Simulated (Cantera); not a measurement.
What does this Cantera script print?

```python
import numpy as np
import cantera as ct

gas_names = """
    H HNO HNO2 HNO3 HO2 H2 H2O H2O2 N NH NH2 NH3 NH2OH NO NO2 NO3 N2 N2H2 N2H4 N2O O OH O2 O3 Zr ZrN ZrO
    ZrO2
""".split()
cond_names = """
    H2O(s) H2O(L) Zr(a) Zr(b) Zr(L) ZrN(s) ZrN(L) ZrO2(a) ZrO2(b) ZrO2(L)
""".split()


# ... load() reads the species with a 1 bar reference pressure and builds the phases ...
atoms = {
    'ZrO2': {'Zr': 1, 'O': 2},
    'H2': {'H': 2},
    'N2': {'N': 2},
}
top_T = {}  # K; cautious upper limits of use, not melting points


# ... equilibrate(T, P, feed) seeds the gas with the atoms and calls Mixture.equilibrate('TP', solver="vcs", rtol=1e-11, max_steps=5000) ...
results = []
P = 101325  # Pa
for T in [1275, 1350, 1425, 1500, 1575, 1650, 1725, 1800, 1875, 1950, 2025]:
    for m in [0.58, 0.75, 0.96, 1.2, 1.6, 2.1, 2.7, 3.5, 4.5]:
        feed = {'ZrO2': 1, 'H2': m, 'N2': 40}  # mol
        mix = equilibrate(T, P, feed)
        results.append((T, P, feed, dict(zip(mix.species_names, mix.species_moles))))

for T, P, feed, n in results:
    print(f"{T:7g} {feed['H2']:10.4g}  " + (" + ".join(c for c in cond_names if n.get(c, 0) > 1e-12) or "gas only"))
```

Result:

```
   1275       0.58  ZrN(s) + ZrO2(a)
   1275       0.75  ZrN(s) + ZrO2(a)
   1275       0.96  ZrN(s) + ZrO2(a)
   1275        1.2  ZrN(s) + ZrO2(a)
   1275        1.6  ZrN(s) + ZrO2(a)
   1275        2.1  ZrN(s) + ZrO2(a)
   1275        2.7  ZrN(s) + ZrO2(a)
   1275        3.5  ZrN(s) + ZrO2(a)
   1275        4.5  ZrN(s) + ZrO2(a)
   1350       0.58  ZrN(s) + ZrO2(a)
   1350       0.75  ZrN(s) + ZrO2(a)
   1350       0.96  ZrN(s) + ZrO2(a)
   1350        1.2  ZrN(s) + ZrO2(a)
   1350        1.6  ZrN(s) + ZrO2(a)
   1350        2.1  ZrN(s) + ZrO2(a)
   1350        2.7  ZrN(s) + ZrO2(a)
   1350        3.5  ZrN(s) + ZrO2(a)
   1350        4.5  ZrN(s) + ZrO2(a)
   1425       0.58  ZrN(s) + ZrO2(a)
   1425       0.75  ZrN(s) + ZrO2(a)
   1425       0.96  ZrN(s) + ZrO2(a)
   1425        1.2  ZrN(s) + ZrO2(a)
   1425        1.6  ZrN(s) + ZrO2(a)
   1425        2.1  ZrN(s) + ZrO2(a)
   1425        2.7  ZrN(s) + ZrO2(a)
   1425        3.5  ZrN(s) + ZrO2(a)
   1425        4.5  ZrN(s) + ZrO2(a)
   1500       0.58  ZrN(s) + ZrO2(b)
   1500       0.75  ZrN(s) + ZrO2(b)
   1500       0.96  ZrN(s) + ZrO2(b)
   1500        1.2  ZrN(s) + ZrO2(b)
   1500        1.6  ZrN(s) + ZrO2(b)
   1500        2.1  ZrN(s) + ZrO2(b)
   1500        2.7  ZrN(s) + ZrO2(b)
   1500        3.5  ZrN(s) + ZrO2(b)
   1500        4.5  ZrN(s) + ZrO2(b)
   1575       0.58  ZrN(s) + ZrO2(b)
   1575       0.75  ZrN(s) + ZrO2(b)
   1575       0.96  ZrN(s) + ZrO2(b)
   1575        1.2  ZrN(s) + ZrO2(b)
   1575        1.6  ZrN(s) + ZrO2(b)
   1575        2.1  ZrN(s) + ZrO2(b)
   1575        2.7  ZrN(s) + ZrO2(b)
   1575        3.5  ZrN(s) + ZrO2(b)
   1575        4.5  ZrN(s) + ZrO2(b)
   1650       0.58  ZrN(s) + ZrO2(b)
   1650       0.75  ZrN(s) + ZrO2(b)
   1650       0.96  ZrN(s) + ZrO2(b)
   1650        1.2  ZrN(s) + ZrO2(b)
   1650        1.6  ZrN(s) + ZrO2(b)
   1650        2.1  ZrN(s) + ZrO2(b)
   1650        2.7  ZrN(s) + ZrO2(b)
   1650        3.5  ZrN(s) + ZrO2(b)
   1650        4.5  ZrN(s) + ZrO2(b)
   1725       0.58  ZrN(s) + ZrO2(b)
   1725       0.75  ZrN(s) + ZrO2(b)
   1725       0.96  ZrN(s) + ZrO2(b)
   1725        1.2  ZrN(s) + ZrO2(b)
   1725        1.6  ZrN(s) + ZrO2(b)
   1725        2.1  ZrN(s) + ZrO2(b)
   1725        2.7  ZrN(s) + ZrO2(b)
   1725        3.5  ZrN(s) + ZrO2(b)
   1725        4.5  ZrN(s) + ZrO2(b)
   1800       0.58  ZrN(s) + ZrO2(b)
   1800       0.75  ZrN(s) + ZrO2(b)
   1800       0.96  ZrN(s) + ZrO2(b)
   1800        1.2  ZrN(s) + ZrO2(b)
   1800        1.6  ZrN(s) + ZrO2(b)
   1800        2.1  ZrN(s) + ZrO2(b)
   1800        2.7  ZrN(s) + ZrO2(b)
   1800        3.5  ZrN(s) + ZrO2(b)
   1800        4.5  ZrN(s) + ZrO2(b)
   1875       0.58  ZrN(s) + ZrO2(b)
   1875       0.75  ZrN(s) + ZrO2(b)
   1875       0.96  ZrN(s) + ZrO2(b)
   1875        1.2  ZrN(s) + ZrO2(b)
   1875        1.6  ZrN(s) + ZrO2(b)
   1875        2.1  ZrN(s) + ZrO2(b)
   1875        2.7  ZrN(s) + ZrO2(b)
   1875        3.5  ZrN(s) + ZrO2(b)
   1875        4.5  ZrN(s) + ZrO2(b)
   1950       0.58  ZrN(s) + ZrO2(b)
   1950       0.75  ZrN(s) + ZrO2(b)
   1950       0.96  ZrN(s) + ZrO2(b)
   1950        1.2  ZrN(s) + ZrO2(b)
   1950        1.6  ZrN(s) + ZrO2(b)
   1950        2.1  ZrN(s) + ZrO2(b)
   1950        2.7  ZrN(s) + ZrO2(b)
   1950        3.5  ZrN(s) + ZrO2(b)
   1950        4.5  ZrN(s) + ZrO2(b)
   2025       0.58  ZrN(s) + ZrO2(b)
   2025       0.75  ZrN(s) + ZrO2(b)
   2025       0.96  ZrN(s) + ZrO2(b)
   2025        1.2  ZrN(s) + ZrO2(b)
   2025        1.6  ZrN(s) + ZrO2(b)
   2025        2.1  ZrN(s) + ZrO2(b)
   2025        2.7  ZrN(s) + ZrO2(b)
   2025        3.5  ZrN(s) + ZrO2(b)
   2025        4.5  ZrN(s) + ZrO2(b)
```

Method: chemical equilibrium by Gibbs-energy minimisation in Cantera with the NASA 1993 tables (ideal gas, pure condensed phases). Mutual solubility and eutectic melting of coexisting phases are not modelled. ZrN: taken at fixed stoichiometry. Condensed phases not in the tables: solid solutions among these carbides, nitrides and lower oxides.
